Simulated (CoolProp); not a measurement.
A single-stage vapour-compression cycle with the fluid: evaporating at 197.15 K (dew point), condensing at 262.15 K (bubble point), superheat 0 K, subcooling 8 K, compressor efficiency 0.7, no pressure losses. The same conditions are run with several fluids, on thermodynamics alone (safety and materials aside).

The numbers come from the reference Helmholtz-energy equation of state of each fluid (fluoroethane (R161): Wu 2012; CH2F2 (R32): Tillner-Roth 1997; ethylene: Smukala 2000; ethane: Bücker 2006; R125: Lemmon 2005; R143a: Lemmon and Jacobsen 2000) in CoolProp.

```json
[
 {"fluid": "fluoroethane (R161)", "cooling COP": "1.71", "pressure ratio": "25.9", "discharge temperature (K)": "371.3", "refrigerating effect (kJ/kg)": "352", "volumetric capacity (kJ/m³)": "120"},
 {"fluid": "CH2F2 (R32)", "cooling COP": "1.62", "pressure ratio": "23.0", "discharge temperature (K)": "428.0", "refrigerating effect (kJ/kg)": "315", "volumetric capacity (kJ/m³)": "250"},
 {"fluid": "ethylene", "cooling COP": "1.43", "pressure ratio": "7.82", "discharge temperature (K)": "347.5", "refrigerating effect (kJ/kg)": "278", "volumetric capacity (kJ/m³)": "2110"},
 {"fluid": "ethane", "cooling COP": "1.58", "pressure ratio": "9.51", "discharge temperature (K)": "333.5", "refrigerating effect (kJ/kg)": "317", "volumetric capacity (kJ/m³)": "1170"},
 {"fluid": "R125", "cooling COP": "1.64", "pressure ratio": "22.9", "discharge temperature (K)": "302.3", "refrigerating effect (kJ/kg)": "115", "volumetric capacity (kJ/m³)": "173"},
 {"fluid": "R143a", "cooling COP": "1.69", "pressure ratio": "21.1", "discharge temperature (K)": "321.5", "refrigerating effect (kJ/kg)": "170", "volumetric capacity (kJ/m³)": "182"}
]
```
